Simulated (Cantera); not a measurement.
## Thermodynamics of abatement and gas-phase synthesis, feed HBr + H₂O + H₂

Feed: 1 mol HBr, 0.16 mol H₂O, 12 mol H₂, equilibrated at 750 Torr.

Method: chemical equilibrium by Gibbs-energy minimisation in Cantera with the NASA 1993 tables (ideal gas, pure condensed phases). Candidate condensed phases: Br₂, H₂O; 25 gas species. Ions and electrons are included (thermal ionisation). Rates play no part.

From 2500 K to 5000 K nothing is condensed.

| T (K) | log p H | log p H₂ | log p HBr | log p Br | log p H₂O |
|---|---|---|---|---|---|
| 2500 | -1.62 | -0.05 | -1.23 | -1.79 | -1.93 |
| 2750 | -1.20 | -0.07 | -1.33 | -1.58 | -1.94 |
| 3000 | -0.86 | -0.11 | -1.47 | -1.45 | -1.98 |
| 3250 | -0.58 | -0.18 | -1.65 | -1.38 | -2.06 |
| 3500 | -0.37 | -0.29 | -1.86 | -1.35 | -2.23 |
| 3750 | -0.23 | -0.46 | -2.11 | -1.36 | -2.52 |
| 4000 | -0.13 | -0.67 | -2.38 | -1.38 | -2.98 |
| 4250 | -0.08 | -0.92 | -2.65 | -1.40 | -3.52 |
| 4500 | -0.05 | -1.18 | -2.90 | -1.41 | -4.09 |
| 4750 | -0.04 | -1.44 | -3.14 | -1.41 | -4.64 |
| 5000 | -0.03 | -1.68 | -3.35 | -1.42 | -5.16 |
log p: log10 of the partial pressure in bar; nothing condenses.
